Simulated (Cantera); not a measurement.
Charge: 1 mol Si3H8, 0.0082 mol Cl2, 24 mol N2, at 13300 Pa.

Equilibrium computed with Cantera from the NASA thermochemical tables; the gas is ideal and each condensed phase is pure. Candidate condensed phases: NH4Cl, Si, Si3N4; 28 gas species. The feed counts by its element totals alone. The numbers say what is thermodynamically allowed, not how fast it happens. All values below are at 1277 °C.

Base state: N2 0.846, H2 0.153, HCl 0.000630, H 3.38e-5 (mole fractions); condensed: Si3N4(s).

### Question
What changes in the equilibrium state with this change: Si3H8 replaced by SiH4?

### Answer
```tsv
species	before	after
N2	0.846	0.921
H2	0.153	0.0786
HCl	0.000630	0.000647
H	3.38e-5	2.42e-5
Si3N4(s), mol	1.000	0.333
```
